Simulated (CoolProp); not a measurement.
Vapour-liquid equilibrium of R22 (1) + R115 (2) at 279.2 K; x and y are mole fractions of (1).

Computed with CoolProp (multi-fluid Helmholtz-energy mixture model, Kamei 1995 and Lemmon 2016; pair parameters Bell 2016).

Task: Give the bubble pressure and the first vapour's composition at x = 0.2, 0.65, 0.95. Is there an azeotrope?

Result: x = 0.2: 0.6356 MPa, y = 0.284; x = 0.65: 0.6685 MPa, y = 0.619; x = 0.95: 0.6161 MPa, y = 0.934. y crosses x between x = 0.5 and 0.65: the model has an azeotrope there.

Pair parameters are fitted to limited data, so mixtures are less certain than the pure fluids.
